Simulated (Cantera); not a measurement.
A Cantera script and what it prints.

```python
import numpy as np
import cantera as ct

gas_names = [...]  # 109 gases of nasa_gas.yaml made of C, Cl, H, Si
cond_names = """
    C(gr) C6H6(L) C7H8(L) C8H18(L),n-octa Si(cr) Si(L) SiC(b)
""".split()


# ... load() reads the species with a 1 bar reference pressure and builds the phases ...
atoms = {
    'SiH2Cl2': {'Si': 1, 'H': 2, 'CL': 2},
    'C2H4': {'C': 2, 'H': 4},
    'H2': {'H': 2},
}
top_T = {'C(gr)': 4500, 'SiC(b)': 3050}  # K; cautious upper limits of use, not melting points


# ... equilibrate(T, P, feed) seeds the gas with the atoms and calls Mixture.equilibrate('TP', solver="vcs", rtol=1e-11, max_steps=5000) ...
results = []
feed = {'SiH2Cl2': 1, 'C2H4': 0.027, 'H2': 41}  # mol
P = 1333.22  # Pa
for T in [1198, 1298, 1398, 1498, 1598, 1698, 1798, 1898, 1998, 2098, 2198]:
    mix = equilibrate(T, P, feed)
    results.append((T, P, feed, dict(zip(mix.species_names, mix.species_moles))))

top = {s: max(r[3][s] / sum(r[3][g] for g in gas_names) for r in results) for s in gas_names}
cols = sorted((s for s in top if top[s] > 0.001), key=lambda s: -top[s])[:5]
seen = [c for c in cond_names if any(r[3].get(c, 0) > 1e-12 for r in results)]
print("log10 of partial pressures in bar; condensed amounts in mol")
print(f"{'T/K':>10s}" + "".join(f"{s[:9]:>10s}" for s in cols + seen))
for T, P, feed, n in results:
    ng = sum(n[g] for g in gas_names)
    print(f"{T:10.4g}" + "".join(f"{np.log10(max(n[s] / ng * P / 1e5, 1e-99)):10.3f}" for s in cols)
          + "".join(f"{n.get(c, 0):10.4g}" for c in seen))
```

Result:

```
log10 of partial pressures in bar; condensed amounts in mol
       T/K        H2         H       HCL        Si     SiCL2    Si(cr)     Si(L)    SiC(b)
      1198    -1.893    -7.668    -3.317   -11.890    -4.369    0.7576         0   0.05399
      1298    -1.894    -6.917    -3.300   -10.391    -4.282    0.7629         0   0.05399
      1398    -1.894    -6.272    -3.302    -9.108    -4.240    0.7549         0   0.05399
      1498    -1.894    -5.712    -3.306    -7.998    -4.212    0.7452         0   0.05399
      1598    -1.894    -5.221    -3.311    -7.029    -4.191    0.7356         0   0.05399
      1698    -1.894    -4.787    -3.314    -6.183    -4.179         0    0.7267   0.05398
      1798    -1.895    -4.401    -3.305    -5.511    -4.223         0    0.7353   0.05388
      1898    -1.897    -4.056    -3.299    -4.911    -4.267         0    0.7137   0.05325
      1998    -1.902    -3.746    -3.297    -4.371    -4.313         0    0.6072   0.04999
      2098    -1.911    -3.467    -3.304    -3.884    -4.366         0    0.2696    0.0354
      2198    -1.924    -3.216    -3.291    -3.667    -4.597         0         0 0.0006527
```

These are equilibrium values from Cantera (NASA tables, ideal gas, pure condensed phases), not measurements of a reactor. Mutual solubility and eutectic melting of coexisting phases are not modelled. The tables' values for SiCl, SiCl3 are old estimates; treat these amounts as uncertain. Gases not in the tables: Si2H6 and higher silanes.
